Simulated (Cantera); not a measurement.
An isothermal, constant-pressure homogeneous reactor starts with C2H6 : N2 = 1 : 4.9 (molar parts), at 1650 K and 2.85 Torr. Integrator tolerance rtol = 1e-08.

Model: GRI-Mech 3.0 (53 species, 325 reactions), integrated in Cantera. GRI-Mech 3.0 stops at C3 and has no aromatics, soot or wall deposition, so with more carbon than oxygen in the feed, carbon stays in small species such as C2H2 where larger ones or solid carbon would form. Radical loss at walls, strong at low pressure, is not modelled.

Task: What does this change do: C2H6 1 to 0.53 parts?

Result: 
```tsv
quantity	before	after
x(C2H6) at 10.0 s	8.38e-8 (gas-phase equilibrium 1.44e-11)	5.58e-8 (gas-phase equilibrium 3.10e-12)
x(H2) at 10.0 s	0.249 (gas-phase equilibrium 0.253)	0.160 (gas-phase equilibrium 0.163)
x(CH3) at 10.0 s	0.000130 (gas-phase equilibrium 1.50e-6)	0.000104 (gas-phase equilibrium 6.97e-7)
x(H) at 10.0 s	0.000536 (gas-phase equilibrium 0.000746)	0.000381 (gas-phase equilibrium 0.000599)
x(C2H4) at 10.0 s	1.45e-5 (gas-phase equilibrium 4.90e-6)	8.41e-6 (gas-phase equilibrium 1.64e-6)
x(CH2) at 10.0 s	2.67e-7 (gas-phase equilibrium 4.36e-9)	2.35e-7 (gas-phase equilibrium 2.52e-9)
x(C2H) at 10.0 s	1.18e-6 (gas-phase equilibrium 9.12e-7)	8.38e-7 (gas-phase equilibrium 5.88e-7)
```

Task: What does this change do: temperature 1650 to 1725 K?

Result: 
```json
[
 {"quantity": "x(C2H6) at 10.0 s", "before": "8.38e-8 (gas-phase equilibrium 1.44e-11)", "after": "3.68e-9 (gas-phase equilibrium 4.92e-12)"},
 {"quantity": "x(H2) at 10.0 s", "before": "0.249 (gas-phase equilibrium 0.253)", "after": "0.252 (gas-phase equilibrium 0.252)"},
 {"quantity": "x(CH3) at 10.0 s", "before": "0.000130 (gas-phase equilibrium 1.50e-6)", "after": "5.07e-5 (gas-phase equilibrium 1.59e-6)"},
 {"quantity": "x(H) at 10.0 s", "before": "0.000536 (gas-phase equilibrium 0.000746)", "after": "0.00137 (gas-phase equilibrium 0.00152)"},
 {"quantity": "x(C2H4) at 10.0 s", "before": "1.45e-5 (gas-phase equilibrium 4.90e-6)", "after": "5.24e-6 (gas-phase equilibrium 2.63e-6)"},
 {"quantity": "x(CH2) at 10.0 s", "before": "2.67e-7 (gas-phase equilibrium 4.36e-9)", "after": "2.89e-7 (gas-phase equilibrium 1.02e-8)"},
 {"quantity": "x(C2H) at 10.0 s", "before": "1.18e-6 (gas-phase equilibrium 9.12e-7)", "after": "4.33e-6 (gas-phase equilibrium 2.61e-6)"}
]
```
